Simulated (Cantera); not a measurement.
(CH3)2SiCl2 + H2 (silicon carbide growth)

Input: 1 mol (CH3)2SiCl2, 61 mol H2, at 133 Pa.

Cantera equilibrium calculation (NASA polynomials, part measured and part estimated; ideal gas, pure solids and liquids). Candidate condensed phases: C, C6H6, C7H8, C8H18, Si, SiC; 109 gas species. The feed counts by its element totals alone. The tables' values for SiCl are old estimates; treat these amounts as uncertain. Gases not in the tables: Si2H6 and higher silanes. The numbers say what is thermodynamically allowed, not how fast it happens.

From 1825 K to 2125 K the condensed part is C(graphite) + SiC(s). From 2225 K to 2525 K the condensed part is C(graphite). The main Si-bearing gas is Si throughout.

```csv
T (K),x H2,x H,x HCl,x Si,x Cl,x C2H2 (acetylene),x SiC2,n C(graphite),n SiC(s)
1825,0.957,0.0118,0.0301,9.20e-5,0.000283,0.000206,1.55e-6,0.985,0.988
1925,0.943,0.0254,0.0295,0.000536,0.000599,0.000432,1.54e-5,0.987,0.953
2025,0.916,0.0504,0.0284,0.00262,0.00116,0.000829,0.000122,1.08,0.788
2125,0.865,0.0925,0.0264,0.0110,0.00207,0.00145,0.000788,1.58,0.0753
2225,0.798,0.158,0.0242,0.0119,0.00348,0.00234,0.00125,1.46,0
2325,0.704,0.253,0.0209,0.0111,0.00539,0.00344,0.00167,1.20,0
2425,0.584,0.375,0.0168,0.00999,0.00766,0.00456,0.00207,0.848,0
2525,0.447,0.513,0.0123,0.00866,0.00999,0.00536,0.00241,0.339,0
```
x: gas mole fraction; n: condensed amount in mol.
